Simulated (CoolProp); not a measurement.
Properties of the fluoroketone C6F12O (FK-5-1-12) along the isotherm 461.4 K (Tc = 441.8 K, pc = 1869 kPa, ω = 0.471).

Computed with CoolProp (reference Helmholtz-energy equation of state, McLinden 2015).

```csv
p (kPa),phase,cv (kJ/(kg K)),expansivity (1/kK)
2.96,gas,0.9972,2.171
4.77,gas,0.9972,2.173
7.71,gas,0.9973,2.177
12.5,gas,0.9974,2.183
20.1,gas,0.9975,2.193
32.5,gas,0.9977,2.209
52.6,gas,0.9980,2.236
84.9,gas,0.9985,2.279
137,gas,0.9993,2.352
222,gas,1.001,2.479
358,gas,1.003,2.703
578,gas,1.007,3.135
935,gas,1.015,4.109
```
